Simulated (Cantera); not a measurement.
An isothermal, constant-pressure homogeneous reactor starts with CH4 : H2O = 1 : 2.2 (molar parts), at 1273 K and 10.0 bar.

Computed with Cantera and GRI-Mech 3.0 (53 species, 325 reactions).

Question: Predict: x(CH4) at 80.0 s; x(H2O) at 80.0 s; x(CO2) at 80.0 s; x(H) at 80.0 s.

Answer: 
```json
{
 "x(CH4) at 80.0 s": "0.248 (gas-phase equilibrium 0.00191)",
 "x(H2O) at 80.0 s": "0.626 (gas-phase equilibrium 0.202)",
 "x(CO2) at 80.0 s": "0.0118 (gas-phase equilibrium 0.0320)",
 "x(H) at 80.0 s": "6.94e-8 (gas-phase equilibrium 1.77e-7)"
}
```
